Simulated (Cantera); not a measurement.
## Reactions in the system N-O-Zr

Source: NASA polynomial tables (part measured, part estimated), evaluated in Cantera. Values are per mole of reaction as written; species without (g) are pure solids or liquids, kept so even where they would boil at 1 bar.

4 NO(g) + Zr ⇌ 2 N₂O(g) + ZrO₂(g)

| T (K) | ΔH° (kJ) | ΔS° (J/K) | ΔG° (kJ) | log10 K | condensed phases |
|---|---|---|---|---|---|
| 300 | -488.1 | -168.2 | -437.6 | 76.20 | Zr(α) |
| 1950 | -493.4 | -177.8 | -146.7 | 3.93 | Zr(β) |
| 2050 | -493.5 | -177.9 | -128.9 | 3.28 | Zr(β) |
| 2150 | -514.8 | -187.9 | -110.8 | 2.69 | Zr(l) |
| 2250 | -515.7 | -188.3 | -92.0 | 2.14 | Zr(l) |
| 2350 | -516.5 | -188.6 | -73.2 | 1.63 | Zr(l) |
| 2450 | -517.3 | -189.0 | -54.3 | 1.16 | Zr(l) |
| 2550 | -518.1 | -189.3 | -35.4 | 0.73 | Zr(l) |
| 2650 | -518.9 | -189.6 | -16.5 | 0.32 | Zr(l) |
| 2750 | -519.7 | -189.9 | 2.5 | -0.05 | Zr(l) |
